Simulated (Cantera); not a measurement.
Cantera with NASA thermochemical tables; ideal gases at 1 bar, condensed phases pure. Values are per mole of reaction as written; species without (g) are pure solids or liquids, kept so even where they would boil at 1 bar.

PbF2 + 2 Cl(g) ⇌ F2(g) + PbCl2

```tsv
T (K)	ΔH° (kJ)	ΔS° (J/K)	ΔG° (kJ)	log10 K	condensed phases
950	(withheld)	(withheld)	(withheld)	(withheld)	PbF2(s), PbCl2(l)
1050	86.6	-94.8	186.2	-9.26	PbF2(s), PbCl2(l)
1150	(withheld)	(withheld)	(withheld)	(withheld)	PbF2(l), PbCl2(l)
1250	72.4	-107.6	206.9	-8.65	PbF2(l), PbCl2(l)
1350	72.1	-107.9	217.7	-8.42	PbF2(l), PbCl2(l)
1450	(withheld)	(withheld)	(withheld)	(withheld)	PbF2(l), PbCl2(l)
```

**Question.** Fill in the missing entries.

**Answer.** 
- 950, ΔH° (kJ): 84.8
- 950, ΔS° (J/K): -96.6
- 950, ΔG° (kJ): 176.6
- 950, log10 K: -9.71
- 1150, ΔH° (kJ): 72.8
- 1150, ΔS° (J/K): -107.3
- 1150, ΔG° (kJ): 196.2
- 1150, log10 K: -8.91
- 1450, ΔH° (kJ): 71.8
- 1450, ΔS° (J/K): -108.1
- 1450, ΔG° (kJ): 228.5
- 1450, log10 K: -8.23
